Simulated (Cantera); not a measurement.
Feed: 1 mol Si3N4, 0.088 mol CO2, 92 mol H2, equilibrated at 1702 °C and 4.50e-5 bar.

Method: chemical equilibrium by Gibbs-energy minimisation in Cantera with the NASA 1993 tables (ideal gas, pure condensed phases). Kinetics and transport are ignored.

```tsv
species	before	after
H2	0.773	0.958
N2	0.0187	0.0210
H	0.179	0.0130
Si	0.0271	0.00574
CO	0.000811	7.82e-5
Si2C	3.25e-6	2.51e-5
HCN	1.03e-5	4.78e-6
SiO	0.000840	0.00177
Si2	1.00e-5	1.91e-5
SiH	0.000115	6.93e-5
Si(s), mol	0	2.19
SiC(s), mol	0	0.0777
```
Gas species are given as mole fractions.

Question: Which change was made?
A. temperature from 1702 °C to 1375 °C
B. pressure from 4.50e-5 bar to 0.133 bar
C. pressure from 4.50e-5 bar to 0.230 bar
D. temperature from 1702 °C to 627 °C

Answer: A, temperature from 1702 °C to 1375 °C. Mutual solubility and eutectic melting of coexisting phases are not modelled
